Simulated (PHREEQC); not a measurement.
A solution holds 0.081 mol ZnSO4, 0.0012 mol FeCl2 and 0.00051 mol H2SO4 per kg of water, at 25 °C. Closed to the air; pH follows from the charge balance.

Equilibrium calculation in PHREEQC: ion-association model, phreeqc.dat.

Each row changes one thing in this solution. This is a speciation only: nothing precipitates in the calculation.

| case | pH | ionic strength (mol/kgw) | SO4-2 (mol/kgw) | Cl- (mol/kgw) | Fe+2 (mol/kgw) | HSO4- (mol/kgw) | SI of Melanterite (FeSO4:7H2O) |
|---|---|---|---|---|---|---|---|
| as made | 3.40 | 0.170 | 0.0332 | 0.00232 | 0.000746 | 0.000526 | -3.38 |
| FeCl2 from 0.0012 to 0.006 mol/kgw | 3.40 | [?] | 0.0331 | 0.0116 | [?] | 0.000516 | [?] |
| ZnSO4 from 0.081 to 0.0405 mol/kgw | 3.32 | 0.0936 | 0.0199 | 0.00234 | 0.000778 | 0.000445 | -3.41 |
| temperature from 25 to 50 °C | 3.54 | 0.165 | 0.0329 | 0.00220 | [?] | 0.000662 | -3.73 |
| ZnSO4 replaced by NaHSO4 at the same molality | 1.51 | 0.151 | 0.0335 | 0.00240 | 0.000649 | 0.0433 | -3.40 |

Problem. What belongs in the gaps?

Solution. 
- FeCl2 from 0.0012 to 0.006 mol/kgw, ionic strength (mol/kgw): 0.182
- FeCl2 from 0.0012 to 0.006 mol/kgw, Fe+2 (mol/kgw): 0.00379
- FeCl2 from 0.0012 to 0.006 mol/kgw, SI of Melanterite (FeSO4:7H2O): -2.69
- temperature from 25 to 50 °C, Fe+2 (mol/kgw): 0.000648

Complexes and solids missing from the database can't appear. Constants without temperature data keep their 25 °C values here.
